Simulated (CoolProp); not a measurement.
Computed with CoolProp (reference Helmholtz-energy equation of state, Lemmon 2003). It is a pseudo-pure fit of the blend.

Q: For R410A, give the phase and the cp (kJ/(kg K)) at 273.1 K and 2.25 bar; 416.9 K and 0.104 bar.

A: 
- 273.1 K and 2.25 bar: gas; cp 0.831
- 416.9 K and 0.104 bar: gas; cp 0.986
